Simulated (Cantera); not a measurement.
# Low-pressure radical oxidation in H2/O2

An isothermal, constant-pressure homogeneous reactor starts with 26.5 % H2, 73.5 % O2, equivalence ratio 0.18, at 1000 K and 0.0263 atm.

Detailed kinetics in Cantera: the H2/O2 subset of GRI-Mech 3.0, which has no nitrogen chemistry. Radical loss at walls, strong at low pressure, is not modelled. The temperature is held fixed by assumption; the heat of reaction is taken as removed at once.

```csv
t (s),x H2,x O2,x H2O2,x HO2,x O
5.00e-6,0.265,0.735,<1e-12,1.89e-11,<1e-12
3.06e-5,0.265,0.735,<1e-12,1.16e-10,1.63e-11
0.000187,0.265,0.735,<1e-12,7.45e-10,6.01e-10
0.00114,0.264,0.735,2.03e-9,3.49e-6,5.15e-5
0.00700,0.00167,0.693,1.55e-6,2.70e-5,0.00189
0.0428,4.19e-5,0.695,4.34e-7,2.29e-6,3.42e-5
0.262,9.52e-7,0.695,8.17e-8,1.46e-7,1.81e-6
1.60,4.91e-8,0.695,1.53e-8,1.58e-8,1.85e-7
9.81,5.89e-9,0.695,2.86e-9,2.52e-9,2.54e-8
60.0,8.77e-10,0.695,5.14e-10,1.06e-9,3.94e-9
```
x: mole fraction; the columns are a selection and need not sum to one.

Equilibrium at this temperature and pressure: H2 1.97e-10, O2 0.695, H2O2 1.17e-10, HO2 1.61e-9, O 8.08e-10 (gas phase only).
